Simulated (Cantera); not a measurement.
A closed system holds: 1 mol C2F6, 0.45 mol F2, 1.8 mol H2, equilibrated at 58.0 mbar.

Method: chemical equilibrium by Gibbs-energy minimisation in Cantera with the NASA 1993 tables (ideal gas, pure condensed phases). Candidate condensed phases: C, C6H6, C7H8, C8H18; 95 gas species. The feed counts by its element totals alone. Kinetics and transport are ignored.

x: gas mole fraction; n: condensed amount in mol.

| T (K) | x HF | x F | x H | x CF | x C3 | x C | x CF2 | x C2 | n C(graphite) |
|---|---|---|---|---|---|---|---|---|---|
| 3148 | 0.501 | 0.374 | 0.0109 | 0.0579 | 0.0241 | 0.00334 | 0.0245 | 0.00252 | 0.822 |
| 3198 | 0.482 | 0.371 | ___ | 0.0629 | ___ | ___ | ___ | ___ | ___ |
| 3248 | 0.461 | 0.370 | 0.0206 | 0.0652 | 0.0526 | 0.00733 | 0.0147 | 0.00591 | 0 |
| 3298 | 0.447 | 0.380 | 0.0271 | 0.0629 | 0.0525 | 0.00941 | 0.0109 | 0.00691 | 0 |
| 3348 | 0.432 | 0.390 | 0.0353 | 0.0604 | 0.0517 | 0.0119 | 0.00805 | 0.00797 | 0 |
| 3398 | 0.414 | 0.400 | 0.0453 | 0.0579 | 0.0504 | 0.0150 | 0.00600 | 0.00909 | 0 |
| 3448 | 0.393 | 0.410 | ___ | 0.0554 | 0.0485 | ___ | ___ | ___ | 0 |
| 3498 | 0.370 | 0.420 | 0.0705 | 0.0528 | 0.0461 | 0.0229 | 0.00338 | 0.0114 | 0 |
| 3548 | 0.345 | 0.431 | 0.0856 | 0.0502 | 0.0432 | 0.0278 | 0.00255 | 0.0125 | 0 |

Question: Some entries are withheld; supply them.

Answer: 
- 3198, x H: 0.0152
- 3198, x C3: 0.0388
- 3198, x C: 0.00511
- 3198, x CF2: 0.0193
- 3198, x C2: 0.00409
- 3198, n C(graphite): 0.411
- 3448, x H: 0.0570
- 3448, x C: 0.0186
- 3448, x CF2: 0.00449
- 3448, x C2: 0.0102
